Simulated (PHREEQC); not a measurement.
Make-up at 84 °C: 0.045 mol/kgw HCl and 0.006 mol/kgw MnSO4. Closed to the air; pH follows from the charge balance.

Equilibrium calculation in PHREEQC: ion-association model, phreeqc.dat.

Question: The ionic strength comes out as 0.0570 mol/kgw. What activity coefficients do Cl-, HSO4-, SO4-2, Mn+2, MnCl+ get?

Answer: Cl- 0.79, HSO4- 0.79, SO4-2 0.40, Mn+2 0.43, MnCl+ 0.80.

No solid was allowed to form. Constants without temperature data keep their 25 °C values here.
